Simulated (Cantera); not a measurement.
A closed system holds: 1 mol Al2O3, 0.82 mol H2O, held at 2250 K and 23.0 Pa.

Method: chemical equilibrium by Gibbs-energy minimisation in Cantera with the NASA 1993 tables (ideal gas, pure condensed phases). Candidate condensed phases: Al, Al2O3, H2O; 19 gas species. The tables' values for AlOH are old estimates; treat these amounts as uncertain. Kinetics and transport are ignored.

Base state: H2O 0.426, H 0.195, H2 0.159, OH 0.0786, O2 0.0751, O 0.0667, AlO2H 0.000296, AlO 7.22e-5 (mole fractions); condensed: Al2O3(s).

### Question
What changes in the equilibrium state with this change: pressure from 23.0 Pa to 210000 Pa?

### Answer
```csv
species,before,after
H2O,0.426,0.973
H2,0.159,0.0140
OH,0.0786,0.00633
H,0.195,0.000607
O,0.0667,0.000189
O2,0.0751,0.00549
AlO2H,0.000296,4.69e-6
AlO,7.22e-5,1.56e-9
AlOH,2.63e-5,1.61e-8
"Al2O3(s), mol",1.000,1.000
```
Gases not in the tables: Al(OH)3.
